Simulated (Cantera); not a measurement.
Feed: 1 mol FeS₂, 0.11 mol SO₂, 0.077 mol O₂, held at 1.50 bar.

These are equilibrium values from Cantera (NASA tables, ideal gas, pure condensed phases), not measurements of a reactor. Candidate condensed phases: Fe, FeO, FeS, FeSO₄, FeS₂, Fe₂O₃, Fe₂(SO₄)₃, Fe₃O₄, S; 12 gas species. FeS: taken at fixed stoichiometry. Gases not in the tables: S₃ to S₇. Equilibrium is a limit: real reactors are often held back by kinetics, nucleation or transport.

Q: At 1023 K, list the 5 most abundant gas species with their mole fractions, and the condensed phases.

A: S₂ 0.696, SO₂ 0.278, S₂O 0.0256, S₈ 0.000419, SO 3.98e-5. Condensed: FeS(s).
